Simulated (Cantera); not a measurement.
Input (Python, Cantera) and output of one run.

```python
import numpy as np
import cantera as ct

gas_names = """
    CL CL2 H HCL H2 N NH NH2 NH3 N2 N2H2 N2H4 Si SiCL SiCL2 SiCL3 SiCL4 SiH SiHCL3 SiH2 SiH2CL2 SiH3
    SiH3CL SiH4 SiN Si2 Si2N Si3
""".split()
cond_names = """
    NH4CL(a) NH4CL(b) Si(cr) Si(L) Si3N4(a)
""".split()


# ... load() reads the species with a 1 bar reference pressure and builds the phases ...
atoms = {
    'SiHCl3': {'Si': 1, 'H': 1, 'CL': 3},
    'Cl2': {'CL': 2},
    'N2': {'N': 2},
}
top_T = {'Si3N4(a)': 2400}  # K; cautious upper limits of use, not melting points


# ... equilibrate(T, P, feed) seeds the gas with the atoms and calls Mixture.equilibrate('TP', solver="vcs", rtol=1e-11, max_steps=5000) ...
results = []
feed = {'SiHCl3': 1, 'Cl2': 0.036, 'N2': 280}  # mol
T = 1623  # K
for P in [100, 460, 2100, 9600, 44000, 200000]:
    mix = equilibrate(T, P, feed)
    results.append((T, P, feed, dict(zip(mix.species_names, mix.species_moles))))

top = {s: max(r[3][s] / sum(r[3][g] for g in gas_names) for r in results) for s in gas_names}
cols = sorted((s for s in top if top[s] > 1e-06), key=lambda s: -top[s])[:6]
seen = [c for c in cond_names if any(r[3].get(c, 0) > 1e-12 for r in results)]
print("log10 of partial pressures in bar; condensed amounts in mol")
print(f"{'P/Pa':>10s}" + "".join(f"{s[:9]:>10s}" for s in cols + seen))
for T, P, feed, n in results:
    ng = sum(n[g] for g in gas_names)
    print(f"{P:10.4g}" + "".join(f"{np.log10(max(n[s] / ng * P / 1e5, 1e-99)):10.3f}" for s in cols)
          + "".join(f"{n.get(c, 0):10.4g}" for c in seen))
```

It prints:

```
log10 of partial pressures in bar; condensed amounts in mol
      P/Pa        N2     SiCL2       HCL     SiCL4     SiCL3        CL  Si3N4(a)
       100    -3.003    -5.456    -5.486    -9.002    -7.413    -6.301         0
       460    -2.340    -4.802    -4.809    -7.455    -6.312    -5.854         0
      2100    -1.681    -4.160    -4.149    -6.161    -5.344    -5.528         0
      9600    -1.021    -3.521    -3.503    -5.120    -4.504    -5.327         0
   4.4e+04    -0.359    -2.959    -2.845    -3.939    -3.633    -5.017   0.02442
     2e+05     0.298    -2.609    -2.178    -2.800    -2.889    -4.623   0.08249
```

These are equilibrium values from Cantera (NASA tables, ideal gas, pure condensed phases), not measurements of a reactor. The tables' values for SiCl3 are old estimates; treat these amounts as uncertain.
